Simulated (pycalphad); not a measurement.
Computed with pycalphad from the COST 507 light-alloy database (1999), at 1 atm. The data set is of 1999 and partly superseded. Amounts are mole fractions of atoms. Diffusion is slow at the low end, where real alloys seldom reach equilibrium.

**Question.** Give the equilibrium state of Ti-14.38Hf-1.06B (at.%) at 850 K.

**Answer.** HCP_A3, fraction 0.980, with 14.7 Hf, 0.05 B at.%; BM, fraction 0.020, with 0.66 Hf, 50.0 B at.%.

**Question.** Give the equilibrium state of Ti-14.38Hf-1.06B (at.%) at 1850 K.

**Answer.** BCC_A2, fraction 0.806, with 14.7 Hf, 0.18 B at.%; LIQUID, fraction 0.194, with 12.9 Hf, 4.7 B at.%.

Database names, with the compositions (at.%) that they take in these runs: BM: Ti 48-50 B 50 Hf 0-2. BCC_A2 is bcc; HCP_A3 is hcp.
